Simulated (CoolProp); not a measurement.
Computed with CoolProp (reference Helmholtz-energy equation of state, Akasaka 2023).

### Question
For R1336mzz(E), give the phase and the cv (kJ/(kg K)) at 407.2 K and 0.76 bar; 407.2 K and 3.21 bar; 407.2 K and 6.58 bar.

### Answer
- 407.2 K and 0.76 bar: gas; cv 0.857
- 407.2 K and 3.21 bar: gas; cv 0.862
- 407.2 K and 6.58 bar: gas; cv 0.869
